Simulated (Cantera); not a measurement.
A Cantera script and what it prints.

```python
import numpy as np
import cantera as ct

gas_names = """
    H HO2 H2 H2O H2O2 O OH O2 O3 Si SiH SiH2 SiH3 SiH4 SiO SiO2 Si2 Si3
""".split()
cond_names = """
    H2O(s) H2O(L) Si(cr) Si(L) SiO2(Lqz) SiO2(hqz) SiO2(L)
""".split()


# ... load() reads the species with a 1 bar reference pressure and builds the phases ...
atoms = {
    'Si2H6': {'Si': 2, 'H': 6},
    'O3': {'O': 3},
}
top_T = {}  # K; cautious upper limits of use, not melting points


# ... equilibrate(T, P, feed) seeds the gas with the atoms and calls Mixture.equilibrate('TP', solver="vcs", rtol=1e-11, max_steps=5000) ...
results = []
feed = {'Si2H6': 1, 'O3': 3.6}  # mol
P = 10000  # Pa
for T in [500, 600, 700, 800, 900, 1000, 1100, 1200, 1300, 1400, 1500, 1600, 1700, 1800]:
    mix = equilibrate(T, P, feed)
    results.append((T, P, feed, dict(zip(mix.species_names, mix.species_moles))))

top = {s: max(r[3][s] / sum(r[3][g] for g in gas_names) for r in results) for s in gas_names}
cols = sorted((s for s in top if top[s] > 1e-05), key=lambda s: -top[s])[:9]
seen = [c for c in cond_names if any(r[3].get(c, 0) > 1e-12 for r in results)]
print("log10 of partial pressures in bar; condensed amounts in mol")
print(f"{'T/K':>10s}" + "".join(f"{s[:9]:>10s}" for s in cols + seen))
for T, P, feed, n in results:
    ng = sum(n[g] for g in gas_names)
    print(f"{T:10.4g}" + "".join(f"{np.log10(max(n[s] / ng * P / 1e5, 1e-99)):10.3f}" for s in cols)
          + "".join(f"{n.get(c, 0):10.4g}" for c in seen))
```

Output:

```
log10 of partial pressures in bar; condensed amounts in mol
       T/K       H2O        O2        OH         O        H2         H SiO2(Lqz) SiO2(hqz)   SiO2(L)
       500    -1.213    -1.411   -15.683   -23.641   -23.390   -31.853         2         0         0
       600    -1.213    -1.411   -12.873   -19.276   -19.137   -25.904         2         0         0
       700    -1.213    -1.411   -10.861   -16.151   -16.088   -21.641         2         0         0
       800    -1.213    -1.411    -9.349   -13.804   -13.793   -18.435         2         0         0
       900    -1.213    -1.411    -8.172   -11.975   -12.002   -15.933         0         2         0
      1000    -1.213    -1.411    -7.229   -10.509   -10.566   -13.927         0         2         0
      1100    -1.213    -1.411    -6.458    -9.309    -9.388   -12.281         0         2         0
      1200    -1.213    -1.411    -5.814    -8.307    -8.403   -10.906         0         2         0
      1300    -1.213    -1.411    -5.269    -7.458    -7.569    -9.741         0         2         0
      1400    -1.213    -1.412    -4.802    -6.730    -6.852    -8.739         0         2         0
      1500    -1.213    -1.412    -4.397    -6.098    -6.231    -7.870         0         2         0
      1600    -1.214    -1.412    -4.042    -5.544    -5.686    -7.108         0         2         0
      1700    -1.214    -1.412    -3.730    -5.056    -5.205    -6.434         0         0         2
      1800    -1.215    -1.413    -3.453    -4.621    -4.777    -5.835         0         0         2
```

Method: chemical equilibrium by Gibbs-energy minimisation in Cantera with the NASA 1993 tables (ideal gas, pure condensed phases). The feed counts by its element totals alone. The tables hold silica as quartz up to 1696 K and as liquid above; real silica turns to tridymite and cristobalite and melts near 1996 K. Gases not in the tables: Si(OH)4.
